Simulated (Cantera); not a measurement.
An isothermal, constant-pressure homogeneous reactor starts with H₂ : O₂ : N₂ = 0.88 : 1 : 0.67 (molar parts), equivalence ratio 0.44, at 823 K and 0.930 bar. Integrator tolerance rtol = 1e-08.

Detailed kinetics in Cantera: the H2/O2 subset of GRI-Mech 3.0, which has no nitrogen chemistry. Below about 950 K walls govern HO2 and H2O2 in real vessels. The temperature is held fixed by assumption; the heat of reaction is taken as removed at once.

### Question
What does this change do: pressure from 0.930 bar to 100.0 Torr?

### Answer
```tsv
quantity	before	after
x(H₂) at 3.00 s	0.345 (gas-phase equilibrium <1e-12)	0.201 (gas-phase equilibrium <1e-12)
x(O₂) at 3.00 s	0.392 (gas-phase equilibrium 0.265)	0.339 (gas-phase equilibrium 0.265)
x(HO₂) at 3.00 s	5.43e-6 (gas-phase equilibrium 7.15e-11)	1.07e-5 (gas-phase equilibrium 4.40e-11)
x(H₂O₂) at 3.00 s	0.000194 (gas-phase equilibrium 3.75e-11)	0.000258 (gas-phase equilibrium 1.42e-11)
x(OH) at 3.00 s	1.66e-10 (gas-phase equilibrium 3.81e-9)	1.31e-9 (gas-phase equilibrium 6.20e-9)
```
Radical loss at walls, strong at low pressure, is not modelled.

### Question
What does this change do: temperature 823 to 1050 K?

### Answer
| quantity | before | after |
|---|---|---|
| x(H₂) at 3.00 s | 0.345 (gas-phase equilibrium <1e-12) | 1.01e-6 (gas-phase equilibrium 3.06e-10) |
| x(O₂) at 3.00 s | 0.392 (gas-phase equilibrium 0.265) | 0.265 (gas-phase equilibrium 0.265) |
| x(HO₂) at 3.00 s | 5.43e-6 (gas-phase equilibrium 7.15e-11) | 6.08e-8 (gas-phase equilibrium 4.77e-9) |
| x(H₂O₂) at 3.00 s | 0.000194 (gas-phase equilibrium 3.75e-11) | 4.63e-10 (gas-phase equilibrium 1.07e-9) |
| x(OH) at 3.00 s | 1.66e-10 (gas-phase equilibrium 3.81e-9) | 1.29e-7 (gas-phase equilibrium 6.45e-7) |
